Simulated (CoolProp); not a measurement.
Vapour-liquid equilibrium of dimethyl carbonate (1) + n-heptane (2) at 364.8 K; x and y are mole fractions of (1).

Values from CoolProp's multi-fluid Helmholtz-energy mixture model, Zhou 2011 and Span 2003; pair parameters Bell 2016.

```json
[
 {"x": "0.05", "bubble pressure, mixture model (MPa)": "0.09565", "bubble pressure, Raoult's law (MPa)": "0.08396", "y, mixture model": "0.170", "y, Raoult's law": "0.063"},
 {"x": "0.125", "bubble pressure, mixture model (MPa)": "0.1102", "bubble pressure, Raoult's law (MPa)": "0.08573", "y, mixture model": "0.323", "y, Raoult's law": "0.155"},
 {"x": "0.2", "bubble pressure, mixture model (MPa)": "0.1202", "bubble pressure, Raoult's law (MPa)": "0.08750", "y, mixture model": "0.415", "y, Raoult's law": "0.243"},
 {"x": "0.275", "bubble pressure, mixture model (MPa)": "0.1269", "bubble pressure, Raoult's law (MPa)": "0.08928", "y, mixture model": "0.475", "y, Raoult's law": "0.328"},
 {"x": "0.35", "bubble pressure, mixture model (MPa)": "0.1313", "bubble pressure, Raoult's law (MPa)": "0.09105", "y, mixture model": "0.518", "y, Raoult's law": "0.409"},
 {"x": "0.425", "bubble pressure, mixture model (MPa)": "0.1339", "bubble pressure, Raoult's law (MPa)": "0.09282", "y, mixture model": "0.550", "y, Raoult's law": "0.487"},
 {"x": "0.5", "bubble pressure, mixture model (MPa)": "0.1355", "bubble pressure, Raoult's law (MPa)": "0.09459", "y, mixture model": "0.576", "y, Raoult's law": "0.562"},
 {"x": "0.575", "bubble pressure, mixture model (MPa)": "0.1362", "bubble pressure, Raoult's law (MPa)": "0.09637", "y, mixture model": "0.600", "y, Raoult's law": "0.635"},
 {"x": "0.65", "bubble pressure, mixture model (MPa)": "0.1361", "bubble pressure, Raoult's law (MPa)": "0.09814", "y, mixture model": "0.624", "y, Raoult's law": "0.705"},
 {"x": "0.725", "bubble pressure, mixture model (MPa)": "0.1353", "bubble pressure, Raoult's law (MPa)": "0.09991", "y, mixture model": "0.652", "y, Raoult's law": "0.772"},
 {"x": "0.8", "bubble pressure, mixture model (MPa)": "0.1329", "bubble pressure, Raoult's law (MPa)": "0.1017", "y, mixture model": "0.691", "y, Raoult's law": "0.837"},
 {"x": "0.875", "bubble pressure, mixture model (MPa)": "0.1280", "bubble pressure, Raoult's law (MPa)": "0.1035", "y, mixture model": "0.753", "y, Raoult's law": "0.900"},
 {"x": "0.95", "bubble pressure, mixture model (MPa)": "0.1180", "bubble pressure, Raoult's law (MPa)": "0.1052", "y, mixture model": "0.864", "y, Raoult's law": "0.961"}
]
```

The largest gap from Raoult's law is +44.3 % in bubble pressure, at x = 0.425. y crosses x between x = 0.575 and 0.65: the model has an azeotrope there.

The pair parameters rest on a limited set of measurements; away from them the model extrapolates.
